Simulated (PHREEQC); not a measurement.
Make-up at 20 °C: 14 mmol/kgw CuSO4, 15 mmol/kgw MgSO4 and 2.1 mmol/kgw H2SO4. Closed to the air; pH follows from the charge balance.

The numbers come from PHREEQC with the ion-association model, phreeqc.dat.

This is a speciation only: nothing precipitates in the calculation.

Q: Order these S species by the share of S that they hold, largest first: SO4-2, HSO4-, MgSO4, CuSO4.

A: SO4-2 (58 %), MgSO4 (19 %), CuSO4 (17 %), HSO4- (5.5 %)

The pH is 2.68 and the ionic strength 0.0731 mol/kgw. Species that the database lacks are ignored.
